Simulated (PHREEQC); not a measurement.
# Brine: speciation

Make-up at 15 °C: 1.4 mol NaBr and 0.18 mol MgSO4 per kg of water. Closed to the air; pH follows from the charge balance.

Computed with PHREEQC (Pitzer model, pitzer.dat).

This is a speciation only: nothing precipitates in the calculation.

Task: What activity of water does the model give?

Result: activity of water 0.947.

Complexes and solids missing from the database can't appear.
